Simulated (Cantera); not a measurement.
What does this Cantera script print?

```python
import numpy as np
import cantera as ct

gas = ct.Solution("gri30.yaml")
gas.TPX = 1500, 25000, {'CH4': 1, 'CO': 0.082, 'O2': 4.64, 'N2': 17.4, 'H2O': 0.94}
reactor = ct.IdealGasReactor(gas, energy="on", clone=False)
net = ct.ReactorNet([reactor])
net.rtol, net.atol = 1e-08, 1e-16
show = ['CH4', 'CO', 'O2', 'HCO', 'NO', 'CH2O', 'C2H4']
times = np.geomspace(9e-06, 0.6, 13)

steps = ct.SolutionArray(gas, extra=["t"])
rows = []
print(f"{'t/s':>10s}{'T/K':>9s}{'P/Pa':>11s}" + "".join(f"{s:>11s}" for s in show))
for t in times:
    while net.time < t:
        t_next = net.step()
        steps.append(gas.state, t=t_next)
    rows.append([np.interp(t, steps.t, y) for y in (steps.T, steps.P, *steps(*show).X.T)])
    print(f"{t:10.3e}{rows[-1][0]:9.1f}{rows[-1][1]:11.4g}" + "".join(f"{x:11.3e}" for x in rows[-1][2:]))
rate = np.gradient(steps.T, steps.t)
print("integrator steps:", len(steps.t))
if steps.T.max() > steps.T[0] + 200:
    print(f"time of steepest temperature rise: {steps.t[rate.argmax()]:.4e} s")
gas.TPX = 1500, 25000, {'CH4': 1, 'CO': 0.082, 'O2': 4.64, 'N2': 17.4, 'H2O': 0.94}
gas.equilibrate("UV")
print(f"equilibrium (UV): T = {gas.T:.1f} K  " + "  ".join(f"{s} {gas[s].X[0]:.3e}" for s in show))
```

Output:

```
       t/s      T/K       P/Pa        CH4         CO         O2        HCO         NO       CH2O       C2H4
 9.000e-06   1500.0    2.5e+04  4.156e-02  3.408e-03  1.928e-01  4.603e-14  9.870e-17  8.745e-10  1.897e-14
 2.271e-05   1500.0    2.5e+04  4.156e-02  3.408e-03  1.928e-01  1.395e-13  4.712e-16  6.689e-09  6.782e-13
 5.731e-05   1500.0    2.5e+04  4.156e-02  3.408e-03  1.928e-01  6.773e-13  1.648e-15  4.935e-08  1.807e-11
 1.446e-04   1500.0    2.5e+04  4.156e-02  3.408e-03  1.928e-01  4.501e-12  5.938e-15  3.670e-07  4.227e-10
 3.649e-04   1500.0    2.5e+04  4.154e-02  3.408e-03  1.928e-01  4.207e-11  2.782e-14  3.058e-06  1.165e-08
 9.209e-04   1500.1    2.5e+04  4.146e-02  3.407e-03  1.928e-01  8.072e-10  2.140e-13  3.280e-05  5.433e-07
 2.324e-03   1510.0  2.518e+04  3.930e-02  3.726e-03  1.913e-01  1.793e-07  7.746e-12  6.919e-04  1.068e-04
 5.864e-03   2430.3  4.087e+04  2.933e-19  5.014e-03  1.047e-01  4.586e-10  7.951e-04  1.892e-12  1.952e-29
 1.480e-02   2429.0  4.084e+04  2.822e-19  4.865e-03  1.036e-01  4.320e-10  3.217e-03  1.817e-12  1.762e-29
 3.734e-02   2421.9   4.07e+04  2.628e-19  4.742e-03  1.016e-01  4.064e-10  7.597e-03  1.726e-12  1.551e-29
 9.423e-02   2415.0  4.058e+04  2.449e-19  4.624e-03  9.958e-02  3.828e-10  1.181e-02  1.641e-12  1.366e-29
 2.378e-01   2413.3  4.054e+04  2.407e-19  4.595e-03  9.909e-02  3.771e-10  1.284e-02  1.621e-12  1.323e-29
 6.000e-01   2413.3  4.054e+04  2.406e-19  4.595e-03  9.908e-02  3.770e-10  1.286e-02  1.620e-12  1.322e-29
integrator steps: 1704
time of steepest temperature rise: 2.8892e-03 s
equilibrium (UV): T = 2413.3 K  CH4 3.577e-19  CO 4.595e-03  O2 9.908e-02  HCO 3.770e-10  NO 1.286e-02  CH2O 1.620e-12  C2H4 1.647e-29
```

Model: GRI-Mech 3.0 (53 species, 325 reactions), integrated in Cantera.
